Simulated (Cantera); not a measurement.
A closed system holds: 1 mol HMDSO, 0.63 mol CO2, 16 mol H2, equilibrated at 1000 Pa.

These are equilibrium values from Cantera (NASA tables, ideal gas, pure condensed phases), not measurements of a reactor. Candidate condensed phases: C, C6H6, C7H8, C8H18, H2O, Si, SiC, SiO2; 123 gas species. The feed counts by its element totals alone. Mutual solubility and eutectic melting of coexisting phases are not modelled. The tables hold silica as quartz up to 1696 K and as liquid above; real silica turns to tridymite and cristobalite and melts near 1996 K. Gases not in the tables: Si2H6 and higher silanes. Rates play no part.

**Question.** Which condensed phases are stable at each of these points (T (K)): 725, 875, 1025, 1175, 1325, 1475, 1625, 1775, 1925, 2075?

**Answer.** 
```json
[
 {"T (K)": "725", "condensed phases": "C(graphite) + SiC(s) + SiO2(α-quartz)", "Si condensed (%)": "100.0"},
 {"T (K)": "875", "condensed phases": "C(graphite) + SiC(s) + SiO2(β-quartz)", "Si condensed (%)": "100.0"},
 {"T (K)": "1025", "condensed phases": "C(graphite) + SiC(s) + SiO2(β-quartz)", "Si condensed (%)": "100.0"},
 {"T (K)": "1175", "condensed phases": "C(graphite) + SiC(s) + SiO2(β-quartz)", "Si condensed (%)": "100.0"},
 {"T (K)": "1325", "condensed phases": "C(graphite) + SiC(s)", "Si condensed (%)": "99.9"},
 {"T (K)": "1475", "condensed phases": "C(graphite) + SiC(s)", "Si condensed (%)": "99.8"},
 {"T (K)": "1625", "condensed phases": "C(graphite) + SiC(s)", "Si condensed (%)": "99.6"},
 {"T (K)": "1775", "condensed phases": "C(graphite) + SiC(s)", "Si condensed (%)": "99.4"},
 {"T (K)": "1925", "condensed phases": "C(graphite) + SiC(s)", "Si condensed (%)": "99.0"},
 {"T (K)": "2075", "condensed phases": "C(graphite) + SiC(s)", "Si condensed (%)": "97.6"}
]
```

At 725 K the condensed part is C(graphite) + SiC(s) + SiO2(α-quartz). From 875 K to 1175 K the condensed part is C(graphite) + SiC(s) + SiO2(β-quartz). From 1325 K to 2075 K the condensed part is C(graphite) + SiC(s).
